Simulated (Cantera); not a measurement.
Thermodynamics of abatement and gas-phase synthesis, feed SF6 + H2O + H2

Input: 1 mol SF6, 0.25 mol H2O, 2.9 mol H2, at 2350 °C and 1.00 bar.

Cantera equilibrium calculation (NASA polynomials, part measured and part estimated; ideal gas, pure solids and liquids). Candidate condensed phases: H2O, H2SO4, S; 43 gas species. Kinetics and transport are ignored.

- x(HF) = 0.880
- x(S2) = 0.0492
- x(SO) = 0.0199
- x(S) = 0.0159
- x(H2) = 0.0129
- x(SO2) = 0.00596
- x(SH) = 0.00515
- x(H) = 0.00479
- x(H2O) = 0.00404
- gas amount = 6.812 mol
- log10 activity of S(l) (absent) = -2.46
